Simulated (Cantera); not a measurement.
**Pyrogenic steam for wet oxidation**

A perfectly stirred reactor is fed with 9.09 % H₂, 6.99 % O₂, 83.9 % N₂, equivalence ratio 0.65, at 0.168 atm; it is held at 1250 K, and followed from long to short residence time.

Cantera simulation using GRI-Mech 3.0 (53 species, 325 reactions); the numbers are that mechanism's predictions, not measurements. The temperature is held fixed by assumption; the heat of reaction is taken as removed at once.

| τ (s) | x H₂ | x O₂ | x NO | x OH | x H₂O | x H₂O₂ | x N₂O |
|---|---|---|---|---|---|---|---|
| 1.3 | 0.000248 | 0.0256 | 5.11e-7 | 0.000308 | 0.0948 | 2.01e-7 | 8.94e-8 |
| 0.33 | 0.000605 | 0.0257 | 8.26e-7 | 0.000486 | 0.0942 | 3.15e-7 | 6.08e-8 |
| 0.086 | 0.00141 | 0.0260 | 1.67e-6 | 0.000755 | 0.0928 | 4.29e-7 | 4.09e-8 |
| 0.022 | 0.00313 | 0.0268 | 3.31e-6 | 0.00116 | 0.0896 | 4.96e-7 | 2.77e-8 |
| 0.0058 | 0.00619 | 0.0287 | 5.27e-6 | 0.00167 | 0.0828 | 4.89e-7 | 1.97e-8 |
| 0.0015 | 0.0109 | 0.0321 | 5.46e-6 | 0.00222 | 0.0713 | 4.43e-7 | 1.47e-8 |
| 0.00039 | 0.0185 | 0.0372 | 2.82e-6 | 0.00264 | 0.0571 | 4.18e-7 | 1.06e-8 |
x: mole fraction; the columns are a selection and need not sum to one.
